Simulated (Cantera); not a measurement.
Charge: 1 mol C₂H₆, 0.046 mol CO₂, 8.5 mol N₂, 0.033 mol H₂O, equilibrated at 82.5 Torr.

Cantera equilibrium calculation (NASA polynomials, part measured and part estimated; ideal gas, pure solids and liquids). Candidate condensed phases: C, C₆H₆, C₇H₈, C₈H₁₈, H₂O; 136 gas species. The numbers say what is thermodynamically allowed, not how fast it happens.

Q: What share of the C ends up in condensed phases as a function of T (K), at 1550, 1650, 1750, 1850, 1950, 2050, 2150, 2250, 2350, 2450, 2550, 2650, 2750?

A: 
```json
[
 {"T (K)": "1550", "C condensed (%)": "93.5", "as": "C(graphite)"},
 {"T (K)": "1650", "C condensed (%)": "93.2", "as": "C(graphite)"},
 {"T (K)": "1750", "C condensed (%)": "92.6", "as": "C(graphite)"},
 {"T (K)": "1850", "C condensed (%)": "91.8", "as": "C(graphite)"},
 {"T (K)": "1950", "C condensed (%)": "90.6", "as": "C(graphite)"},
 {"T (K)": "2050", "C condensed (%)": "88.9", "as": "C(graphite)"},
 {"T (K)": "2150", "C condensed (%)": "86.7", "as": "C(graphite)"},
 {"T (K)": "2250", "C condensed (%)": "83.7", "as": "C(graphite)"},
 {"T (K)": "2350", "C condensed (%)": "80.0", "as": "C(graphite)"},
 {"T (K)": "2450", "C condensed (%)": "75.4", "as": "C(graphite)"},
 {"T (K)": "2550", "C condensed (%)": "70.0", "as": "C(graphite)"},
 {"T (K)": "2650", "C condensed (%)": "63.7", "as": "C(graphite)"},
 {"T (K)": "2750", "C condensed (%)": "56.5", "as": "C(graphite)"}
]
```
